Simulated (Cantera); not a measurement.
Input (Python, Cantera):

```python
import numpy as np
import cantera as ct

gas = ct.Solution("gri30.yaml")
gas.TPX = 1900, 42000, {'NO': 1, 'N2': 1.2}
reactor = ct.IdealGasConstPressureReactor(gas, energy="off", clone=False)
net = ct.ReactorNet([reactor])
net.rtol, net.atol = 1e-08, 1e-18
show = ['NO', 'NO2', 'N2O', 'O', 'N2', 'O2']
times = np.geomspace(4e-05, 20, 13)

steps = ct.SolutionArray(gas, extra=["t"])
rows = []
print(f"{'t/s':>10s}{'T/K':>9s}{'P/Pa':>11s}" + "".join(f"{s:>11s}" for s in show))
for t in times:
    while net.time < t:
        t_next = net.step()
        steps.append(gas.state, t=t_next)
    rows.append([np.interp(t, steps.t, y) for y in (steps.T, steps.P, *steps(*show).X.T)])
    print(f"{t:10.3e}{rows[-1][0]:9.1f}{rows[-1][1]:11.4g}" + "".join(f"{x:11.3e}" for x in rows[-1][2:]))
rate = np.gradient(steps.T, steps.t)
print("integrator steps:", len(steps.t))
if steps.T.max() > steps.T[0] + 200:
    print(f"time of steepest temperature rise: {steps.t[rate.argmax()]:.4e} s")
gas.TPX = 1900, 42000, {'NO': 1, 'N2': 1.2}
gas.equilibrate("TP")
print(f"equilibrium (TP): T = {gas.T:.1f} K  " + "  ".join(f"{s} {gas[s].X[0]:.3e}" for s in show))
```

Output:

```
       t/s      T/K       P/Pa         NO        NO2        N2O          O         N2         O2
 4.000e-05   1900.0    4.2e+04  4.545e-01  2.668e-07  1.859e-06  1.630e-06  5.455e-01  6.003e-09
 1.194e-04   1900.0    4.2e+04  4.545e-01  1.872e-06  5.437e-06  3.893e-06  5.455e-01  4.808e-08
 3.564e-04   1900.0    4.2e+04  4.545e-01  9.805e-06  1.529e-05  8.140e-06  5.455e-01  4.027e-07
 1.064e-03   1900.0    4.2e+04  4.544e-01  3.710e-05  3.846e-05  1.855e-05  5.455e-01  4.759e-06
 3.175e-03   1900.0    4.2e+04  4.542e-01  8.684e-05  7.292e-05  3.602e-05  5.456e-01  6.297e-05
 9.476e-03   1900.0    4.2e+04  4.535e-01  1.028e-04  8.869e-05  4.172e-05  5.459e-01  3.795e-04
 2.828e-02   1900.0    4.2e+04  4.515e-01  1.099e-04  8.832e-05  4.436e-05  5.469e-01  1.378e-03
 8.442e-02   1900.0    4.2e+04  4.455e-01  1.276e-04  8.558e-05  5.112e-05  5.499e-01  4.353e-03
 2.520e-01   1900.0    4.2e+04  4.279e-01  1.660e-04  7.807e-05  6.701e-05  5.587e-01  1.311e-02
 7.521e-01   1900.0    4.2e+04  3.791e-01  2.228e-04  5.997e-05  9.813e-05  5.831e-01  3.746e-02
 2.245e+00   1900.0    4.2e+04  2.678e-01  2.395e-04  2.904e-05  1.456e-04  6.387e-01  9.308e-02
 6.701e+00   1900.0    4.2e+04  1.119e-01  1.347e-04  5.064e-06  1.930e-04  7.167e-01  1.711e-01
 2.000e+01   1900.0    4.2e+04  2.265e-02  3.058e-05  3.925e-07  2.154e-04  7.613e-01  2.158e-01
integrator steps: 928
equilibrium (TP): T = 1900.0 K  NO 5.879e-03  NO2 8.091e-06  N2O 2.137e-07  O 2.193e-04  N2 7.697e-01  O2 2.242e-01
```

Cantera simulation using GRI-Mech 3.0 (53 species, 325 reactions); the numbers are that mechanism's predictions, not measurements.
